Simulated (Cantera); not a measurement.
Thermodynamics of silicon epitaxy and polysilicon growth, feed SiH2Cl2 + Cl2 + N2

Input: 1 mol SiH2Cl2, 0.005 mol Cl2, 5.3 mol N2, at 0.500 bar.

These are equilibrium values from Cantera (NASA tables, ideal gas, pure condensed phases), not measurements of a reactor. Candidate condensed phases: NH4Cl, Si, Si3N4; 28 gas species. N2 is the only nitrogen source here; it is nearly inert below about 1500 K, so the nitride shown seldom forms there in practice. The tables' values for SiCl3 are old estimates; treat these amounts as uncertain. Rates play no part.

```csv
T (K),x N2,x HCl,x H2,x SiCl4,x SiCl2,x SiCl3,n Si3N4(s)
1100,0.729,0.168,0.0685,0.0345,1.59e-6,6.28e-5,0.257
1150,0.728,0.171,0.0668,0.0336,5.96e-6,0.000135,0.259
1200,0.728,0.174,0.0653,0.0327,1.99e-5,0.000272,0.260
1250,0.727,0.176,0.0640,0.0317,6.03e-5,0.000517,0.262
1300,0.727,0.178,0.0628,0.0308,0.000166,0.000929,0.262
1350,0.726,0.180,0.0618,0.0296,0.000423,0.00158,0.263
1400,0.725,0.181,0.0611,0.0281,0.000998,0.00257,0.262
1450,0.725,0.181,0.0606,0.0262,0.00219,0.00396,0.261
1500,0.724,0.181,0.0605,0.0237,0.00446,0.00577,0.257
1550,0.723,0.178,0.0611,0.0204,0.00844,0.00786,0.250
```
x: gas mole fraction; n: condensed amount in mol.

From 1100 K to 1550 K the condensed part is Si3N4(s). The main Si-bearing gas is SiCl4 throughout. The share of Si in condensed phases is highest at 1350 K (78.8 %) and lowest at 1550 K (75.1 %).
